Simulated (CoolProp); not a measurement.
Vapour pressure (MPa) of n-decane: the reference equation beside estimates from Tc = 344.5 °C, pc = 2.101 MPa, ω = 0.488. Clausius-Clapeyron is anchored at 255.25 °C with a constant enthalpy of vaporisation of 30.34 kJ/mol.

Values from CoolProp's reference Helmholtz-energy equation of state, Lemmon 2006. It is a short technical equation, of lower accuracy than the large ones.

```csv
T (°C),reference,Lee-Kesler,Clausius-Clapeyron,van der Waals,Redlich-Kwong,Soave-Redlich-Kwong,Peng-Robinson
218.75,0.2791,0.2812,0.3310,0.7887,0.5002,0.2830,0.2805
226.05,0.3228,0.3253,0.3689,0.8441,0.5552,0.3279,0.3247
233.35,0.3716,0.3745,0.4099,0.9020,0.6143,0.3780,0.3740
240.65,0.4259,0.4291,0.4541,0.9624,0.6775,0.4339,0.4290
247.95,0.4861,0.4896,0.5016,1.025,0.7451,0.4957,0.4899
255.25,0.5526,0.5564,0.5526,1.090,0.8170,0.5641,0.5573
262.55,0.6258,0.6299,0.6071,1.158,0.8935,0.6393,0.6317
269.85,0.7062,0.7106,0.6653,1.229,0.9747,0.7219,0.7134
277.15,0.7943,0.7989,0.7273,1.302,1.061,0.8123,0.8030
284.45,0.8907,0.8956,0.7933,1.377,1.152,0.9110,0.9010
```

Absolute difference from the reference over all 10 rows, mean and median: Lee-Kesler 0.7 and 0.7 %, Clausius-Clapeyron 8.1 and 7.5 %, van der Waals 109.8 and 104.1 %, Redlich-Kwong 52.0 and 50.6 %, Soave-Redlich-Kwong 2.0 and 2.0 %, Peng-Robinson 0.8 and 0.8 %.
